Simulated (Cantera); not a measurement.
An adiabatic, constant-pressure homogeneous reactor starts with CH3OH : O2 : N2 = 1 : 3.66 : 13.8 (molar parts), equivalence ratio 0.41, at 1725 K and 0.681 atm.

Detailed kinetics in Cantera: GRI-Mech 3.0 (53 species, 325 reactions). GRI-Mech 3.0 was tuned for natural gas; its chemistry of methanol as a main component is partial and can be far from experiment.

**Question.** Predict: time of steepest temperature rise; temperature at 0.700 s; equilibrium temperature; x(O2) at 0.700 s; x(NO) at 0.700 s; x(H2O2) at 0.700 s.

**Answer.** time of steepest temperature rise: 86.3 µs
temperature at 0.700 s: 2463 K
equilibrium temperature: 2463 K
x(O2) at 0.700 s: 0.104 (gas-phase equilibrium 0.104)
x(NO) at 0.700 s: 0.0145 (gas-phase equilibrium 0.0145)
x(H2O2) at 0.700 s: 1.68e-7 (gas-phase equilibrium 1.68e-7)
